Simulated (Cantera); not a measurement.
What does this Cantera script print?

```python
import numpy as np
import cantera as ct

gas_names = """
    C CN CO CO2 C2 CCN CNC C2N2 C2O C3 C3O2 C4 C4N2 C5 N NCO NO NO2 NO3 N2 N2O O O2 O3 Si SiC SiC2 SiN
    SiO SiO2 Si2 Si2C Si2N Si3
""".split()
cond_names = """
    C(gr) Si(cr) Si(L) SiC(b) SiO2(Lqz) SiO2(hqz) SiO2(L) Si2N2O(s) Si3N4(a)
""".split()


# ... load() reads the species with a 1 bar reference pressure and builds the phases ...
atoms = {
    'SiO2': {'Si': 1, 'O': 2},
    'C': {'C': 1},
    'N2': {'N': 2},
}
top_T = {'C(gr)': 4500, 'SiC(b)': 3050, 'Si2N2O(s)': 2100, 'Si3N4(a)': 2400}  # K; cautious upper limits of use, not melting points


# ... equilibrate(T, P, feed) seeds the gas with the atoms and calls Mixture.equilibrate('TP', solver="vcs", rtol=1e-11, max_steps=5000) ...
results = []
T = 2348.15  # K
P = 600  # Pa
for m in [0.34, 0.72, 1.1, 1.5, 1.8, 2.2, 2.6]:
    feed = {'SiO2': 1, 'C': m, 'N2': 4.9}  # mol
    mix = equilibrate(T, P, feed)
    results.append((T, P, feed, dict(zip(mix.species_names, mix.species_moles))))

top = {s: max(r[3][s] / sum(r[3][g] for g in gas_names) for r in results) for s in gas_names}
cols = sorted((s for s in top if top[s] > 1e-05), key=lambda s: -top[s])[:5]
seen = [c for c in cond_names if any(r[3].get(c, 0) > 1e-12 for r in results)]
print("log10 of partial pressures in bar; condensed amounts in mol")
print(f"{'n(C)':>10s}" + "".join(f"{s[:9]:>10s}" for s in cols + seen))
for T, P, feed, n in results:
    ng = sum(n[g] for g in gas_names)
    print(f"{feed['C']:10.4g}" + "".join(f"{np.log10(max(n[s] / ng * P / 1e5, 1e-99)):10.3f}" for s in cols)
          + "".join(f"{n.get(c, 0):10.4g}" for c in seen))
```

It prints:

```
log10 of partial pressures in bar; condensed amounts in mol
      n(C)        N2        CO       SiO        Si        O2    SiC(b)
      0.34    -2.348    -3.763    -3.048   -10.059    -3.792         0
      0.72    -2.358    -3.306    -3.052    -9.638    -4.639         0
       1.1    -2.377    -3.026    -3.113    -4.072   -15.893         0
       1.5    -2.400    -2.916    -3.384    -3.420   -17.740         0
       1.8    -2.413    -2.861    -3.698    -3.293   -18.621         0
       2.2    -2.408    -2.823    -4.032    -3.373   -19.131    0.2135
       2.6    -2.395    -2.794    -4.427    -3.585   -19.497     0.532
```

Equilibrium computed with Cantera from the NASA thermochemical tables; the gas is ideal and each condensed phase is pure. The tables' values for SiO2, SiN are old estimates; treat these amounts as uncertain.
